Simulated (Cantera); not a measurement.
**Equilibrium for silicon oxide and oxynitride deposition: Si2H6 + NO + H2**

Charge: 1 mol Si2H6, 0.59 mol NO, 37 mol H2, held at 1.00 bar.

These are equilibrium values from Cantera (NASA tables, ideal gas, pure condensed phases), not measurements of a reactor. Candidate condensed phases: H2O, Si, SiO2, Si2N2O, Si3N4; 35 gas species. The feed counts by its element totals alone. Mutual solubility and eutectic melting of coexisting phases are not modelled. The tables hold silica as quartz up to 1696 K and as liquid above; real silica turns to tridymite and cristobalite and melts near 1996 K. Gases not in the tables: Si2H6 and higher silanes. Kinetics and transport are ignored.

| T (K) | x H2 | x SiO | x H | x N2 | x SiH2 | x H2O | x SiH | n Si(s) | n SiO2(α-quartz) | n Si2N2O(s) | n SiO2(β-quartz) | n Si(l) |
|---|---|---|---|---|---|---|---|---|---|---|---|---|
| 648 | 1.00 | <1e-12 | <1e-12 | <1e-12 | <1e-12 | <1e-12 | <1e-12 | 1.26 | 0.147 | 0.295 | 0 | 0 |
| 748 | 1.00 | <1e-12 | <1e-12 | <1e-12 | <1e-12 | <1e-12 | <1e-12 | 1.26 | 0.147 | 0.295 | 0 | 0 |
| 848 | 1.00 | <1e-12 | 1.90e-11 | <1e-12 | <1e-12 | 1.16e-11 | <1e-12 | 1.26 | 0 | 0.295 | 0.147 | 0 |
| 948 | 1.00 | 5.26e-11 | 5.24e-10 | <1e-12 | 1.90e-11 | 2.52e-10 | <1e-12 | 1.26 | 0 | 0.295 | 0.147 | 0 |
| 1048 | 1.00 | 3.52e-9 | 7.73e-9 | <1e-12 | 3.55e-10 | 3.01e-9 | <1e-12 | 1.26 | 0 | 0.295 | 0.147 | 0 |
| 1148 | 1.000 | 1.12e-7 | 7.16e-8 | <1e-12 | 3.97e-9 | 2.31e-8 | 3.88e-12 | 1.26 | 0 | 0.295 | 0.147 | 0 |
| 1248 | 1.000 | 2.02e-6 | 4.67e-7 | 3.13e-11 | 3.02e-8 | 1.27e-7 | 8.66e-11 | 1.26 | 0 | 0.295 | 0.147 | 0 |
| 1348 | 1.000 | 2.36e-5 | 2.31e-6 | 1.00e-9 | 1.69e-7 | 5.37e-7 | 1.21e-9 | 1.26 | 0 | 0.295 | 0.147 | 0 |
| 1448 | 1.000 | 0.000194 | 9.22e-6 | 1.97e-8 | 7.48e-7 | 1.86e-6 | 1.17e-8 | 1.26 | 0 | 0.295 | 0.144 | 0 |
| 1548 | 0.999 | 0.00121 | 3.08e-5 | 2.62e-7 | 2.72e-6 | 5.44e-6 | 8.41e-8 | 1.24 | 0 | 0.295 | 0.123 | 0 |
| 1648 | 0.994 | 0.00598 | 8.88e-5 | 2.53e-6 | 8.42e-6 | 1.39e-5 | 4.72e-7 | 1.14 | 0 | 0.295 | 0.0270 | 0 |
| 1748 | 0.992 | 0.00738 | 0.000228 | 7.01e-5 | 2.04e-5 | 1.08e-5 | 1.93e-6 | 0 | 0 | 0.292 | 0 | 1.12 |
x: gas mole fraction; n: condensed amount in mol.

From 648 K to 748 K the condensed part is Si(s) + SiO2(α-quartz) + Si2N2O(s). From 848 K to 1648 K the condensed part is Si(s) + SiO2(β-quartz) + Si2N2O(s). At 1748 K the condensed part is Si(l) + Si2N2O(s). The main Si-bearing gas is SiH4 at 648 K and SiO at 1748 K.
